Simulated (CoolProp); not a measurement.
Vapour-liquid equilibrium of ethanol (1) + benzene (2) at 7.02 bar; x and y are mole fractions of (1).

The numbers come from the multi-fluid Helmholtz-energy mixture model, Schroeder 2014 and Thol 2012; pair parameters Bell 2016 in CoolProp.

```tsv
x	bubble temperature (°C)	y at the bubble point	dew temperature at overall composition x (°C)	liquid density (mol/L)
0.05	150.5	0.181	157.0	9.421
0.125	142.8	0.333	153.3	9.718
0.2	138.6	0.418	149.5	9.988
0.275	136.3	0.471	145.7	10.26
0.35	134.9	0.509	141.9	10.55
0.425	134.1	0.541	138.3	10.86
0.5	133.5	0.571	135.2	11.21
0.575	133.2	0.603	133.5	11.60
0.65	133.2	0.642	133.2	12.03
0.725	133.4	0.691	133.7	12.49
0.8	134.0	0.753	134.5	12.99
0.875	134.9	0.832	135.5	13.52
0.95	136.2	0.928	136.6	14.10
```

y crosses x between x = 0.575 and 0.65: the model has an azeotrope there.

The pair parameters rest on a limited set of measurements; away from them the model extrapolates.
